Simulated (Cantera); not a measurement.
A Cantera script and its output.

```python
import numpy as np
import cantera as ct

gas = ct.Solution("h2o2.yaml")
gas.TPX = 1073, 101325, {'H2': 1, 'O2': 0.2, 'N2': 0.752}
reactor = ct.IdealGasConstPressureReactor(gas, energy="on", clone=False)
net = ct.ReactorNet([reactor])
net.rtol, net.atol = 1e-08, 1e-16
show = ['H2', 'O2', 'OH', 'O', 'H2O2', 'HO2', 'H2O']
times = np.geomspace(6e-06, 0.3, 14)

steps = ct.SolutionArray(gas, extra=["t"])
rows = []
print(f"{'t/s':>10s}{'T/K':>9s}{'P/Pa':>11s}" + "".join(f"{s:>11s}" for s in show))
for t in times:
    while net.time < t:
        t_next = net.step()
        steps.append(gas.state, t=t_next)
    rows.append([np.interp(t, steps.t, y) for y in (steps.T, steps.P, *steps(*show).X.T)])
    print(f"{t:10.3e}{rows[-1][0]:9.1f}{rows[-1][1]:11.4g}" + "".join(f"{x:11.3e}" for x in rows[-1][2:]))
rate = np.gradient(steps.T, steps.t)
print("integrator steps:", len(steps.t))
if steps.T.max() > steps.T[0] + 200:
    print(f"time of steepest temperature rise: {steps.t[rate.argmax()]:.4e} s")
gas.TPX = 1073, 101325, {'H2': 1, 'O2': 0.2, 'N2': 0.752}
gas.equilibrate("HP")
print(f"equilibrium (HP): T = {gas.T:.1f} K  " + "  ".join(f"{s} {gas[s].X[0]:.3e}" for s in show))
```

Result:

```
       t/s      T/K       P/Pa         H2         O2         OH          O       H2O2        HO2        H2O
 6.000e-06   1073.0  1.013e+05  5.123e-01  1.025e-01  3.541e-11  8.867e-11  4.779e-12  1.869e-09  8.628e-10
 1.379e-05   1073.0  1.013e+05  5.123e-01  1.025e-01  1.363e-10  3.467e-10  3.181e-11  6.177e-09  6.695e-09
 3.170e-05   1073.0  1.013e+05  5.123e-01  1.025e-01  1.162e-09  2.970e-09  3.560e-10  4.427e-08  9.077e-08
 7.287e-05   1073.0  1.013e+05  5.123e-01  1.025e-01  9.961e-08  2.486e-07  3.031e-08  3.360e-06  8.694e-06
 1.675e-04   1964.7  1.013e+05  2.866e-01  4.334e-04  6.009e-03  1.370e-03  1.531e-07  3.289e-07  2.089e-01
 3.850e-04   2367.0  1.013e+05  3.242e-01  6.117e-05  3.512e-03  2.140e-04  1.930e-08  6.488e-08  2.206e-01
 8.849e-04   2459.3  1.013e+05  3.327e-01  1.809e-05  2.081e-03  6.487e-05  7.282e-09  2.018e-08  2.241e-01
 2.034e-03   2476.0  1.013e+05  3.343e-01  1.284e-05  1.783e-03  4.639e-05  5.450e-09  1.402e-08  2.247e-01
 4.675e-03   2476.5  1.013e+05  3.343e-01  1.270e-05  1.774e-03  4.591e-05  5.400e-09  1.386e-08  2.248e-01
 1.075e-02   2476.5  1.013e+05  3.343e-01  1.270e-05  1.774e-03  4.591e-05  5.400e-09  1.386e-08  2.248e-01
 2.470e-02   2476.5  1.013e+05  3.343e-01  1.270e-05  1.774e-03  4.591e-05  5.400e-09  1.386e-08  2.248e-01
 5.678e-02   2476.5  1.013e+05  3.343e-01  1.270e-05  1.774e-03  4.591e-05  5.400e-09  1.386e-08  2.248e-01
 1.305e-01   2476.5  1.013e+05  3.343e-01  1.270e-05  1.774e-03  4.591e-05  5.400e-09  1.386e-08  2.248e-01
 3.000e-01   2476.5  1.013e+05  3.343e-01  1.270e-05  1.774e-03  4.591e-05  5.400e-09  1.386e-08  2.248e-01
integrator steps: 1418
time of steepest temperature rise: 1.4146e-04 s
equilibrium (HP): T = 2476.5 K  H2 3.343e-01  O2 1.270e-05  OH 1.774e-03  O 4.591e-05  H2O2 5.400e-09  HO2 1.386e-08  H2O 2.248e-01
```

Cantera simulation using the H2/O2 subset of GRI-Mech 3.0, which has no nitrogen chemistry; the numbers are that mechanism's predictions, not measurements.
